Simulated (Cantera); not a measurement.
Input (Python, Cantera) and output of one run.

```python
import numpy as np
import cantera as ct

gas_names = [...]  # 151 gases of nasa_gas.yaml made of C, H, N, O, Si
cond_names = """
    C(gr) C6H6(L) C7H8(L) C8H18(L),n-octa H2O(s) H2O(L) Si(cr) Si(L) SiC(b) SiO2(Lqz) SiO2(hqz) SiO2(L)
    Si2N2O(s) Si3N4(a)
""".split()


# ... load() reads the species with a 1 bar reference pressure and builds the phases ...
atoms = {
    'SiC': {'Si': 1, 'C': 1},
    'H2O': {'H': 2, 'O': 1},
    'N2': {'N': 2},
}
top_T = {'C(gr)': 4500, 'SiC(b)': 3050, 'Si2N2O(s)': 2100, 'Si3N4(a)': 2400}  # K; cautious upper limits of use, not melting points


# ... equilibrate(T, P, feed) seeds the gas with the atoms and calls Mixture.equilibrate('TP', solver="vcs", rtol=1e-11, max_steps=5000) ...
results = []
feed = {'SiC': 1, 'H2O': 0.31, 'N2': 62}  # mol
P = 0.67  # Pa
for T in [1173, 1223, 1273, 1323, 1373, 1423, 1473, 1523, 1573, 1623, 1673, 1723, 1773, 1823]:
    mix = equilibrate(T, P, feed)
    results.append((T, P, feed, dict(zip(mix.species_names, mix.species_moles))))

top = {s: max(r[3][s] / sum(r[3][g] for g in gas_names) for r in results) for s in gas_names}
cols = sorted((s for s in top if top[s] > 1e-05), key=lambda s: -top[s])[:7]
seen = [c for c in cond_names if any(r[3].get(c, 0) > 1e-12 for r in results)]
print("log10 of partial pressures in bar; condensed amounts in mol")
print(f"{'T/K':>10s}" + "".join(f"{s[:9]:>10s}" for s in cols + seen))
for T, P, feed, n in results:
    ng = sum(n[g] for g in gas_names)
    print(f"{T:10.4g}" + "".join(f"{np.log10(max(n[s] / ng * P / 1e5, 1e-99)):10.3f}" for s in cols)
          + "".join(f"{n.get(c, 0):10.4g}" for c in seen))
```

It prints:

```
log10 of partial pressures in bar; condensed amounts in mol
       T/K        N2        Si         H        H2        CO       SiO       HCN     C(gr)    SiC(b) Si2N2O(s)
      1173    -5.178   -14.908   -10.668    -7.478    -7.654   -10.640   -10.832         0    0.7933    0.1032
      1223    -5.178   -13.550   -10.261    -7.478    -7.655    -9.673   -11.003         0    0.7939     0.102
      1273    -5.178   -12.297    -9.886    -7.479    -7.665    -8.786   -11.163         0    0.7984   0.09317
      1323    -5.178   -11.121    -9.540    -7.481    -7.728    -7.985   -11.329         0    0.8255   0.03889
      1373    -5.178   -10.304    -9.219    -7.483    -7.780    -7.781   -11.212         0    0.8447         0
      1423    -5.178    -9.666    -8.921    -7.487    -7.778    -7.783   -10.982         0    0.8439         0
      1473    -5.178    -9.078    -8.645    -7.495    -7.770    -7.791   -10.765         0     0.841         0
      1523    -5.179    -8.547    -8.390    -7.507    -7.745    -7.819   -10.546         0    0.8314         0
      1573    -5.179    -8.096    -8.155    -7.529    -7.687    -7.902   -10.300         0    0.8067         0
      1623    -5.180    -7.756    -7.942    -7.564    -7.597    -8.111    -9.994         0    0.7611         0
      1673    -5.181    -7.560    -7.753    -7.619    -7.520    -8.560    -9.594         0    0.7119         0
      1723    -5.181    -7.489    -7.591    -7.705    -7.490    -9.254    -9.121         0    0.6843         0
      1773    -5.182    -7.344    -7.462    -7.832    -7.486    -9.775    -8.777    0.1027    0.5575         0
      1823    -5.187    -6.996    -7.364    -8.001    -7.490    -9.785    -8.757    0.6312         0         0
```

Method: chemical equilibrium by Gibbs-energy minimisation in Cantera with the NASA 1993 tables (ideal gas, pure condensed phases). N2 is the only nitrogen source here; it is nearly inert below about 1500 K, so the nitride shown seldom forms there in practice. Mutual solubility and eutectic melting of coexisting phases are not modelled. The tables' values for SiN are old estimates; treat these amounts as uncertain.
